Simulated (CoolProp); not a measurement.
Sulfur hexafluoride at several states: fugacity coefficient from the reference equation and from simpler models built on Tc = 45.6 °C, pc = 37.55 bar, ω = 0.210; each cubic takes its own stable root.

Values from CoolProp's reference Helmholtz-energy equation of state, Guder 2009.

| T (°C) | p (bar) | phase | reference |
|---|---|---|---|
| 166.75 | 23.1 | gas | 0.9370 |
| 200.45 | 1.08 | gas | 0.9977 |
| 228.45 | 111 | supercritical | 0.8598 |
| 259.65 | 0.383 | gas | 0.9995 |
| 306.55 | 0.129 | gas | 0.9999 |

Q: How far does each simpler model (van der Waals, Redlich-Kwong, Soave-Redlich-Kwong, Peng-Robinson) lie from the reference over these 5 states: mean and median of the absolute difference, and the worst?

A: 
- van der Waals: mean 2.4 %, median 0.1 %, worst -10.2 % at 228.45 °C and 111 bar
- Redlich-Kwong: mean 1.5 %, median 0.1 %, worst -6.0 % at 228.45 °C and 111 bar
- Soave-Redlich-Kwong: mean 0.6 %, median 0.0 %, worst +2.6 % at 228.45 °C and 111 bar
- Peng-Robinson: mean 0.8 %, median 0.1 %, worst -2.6 % at 228.45 °C and 111 bar
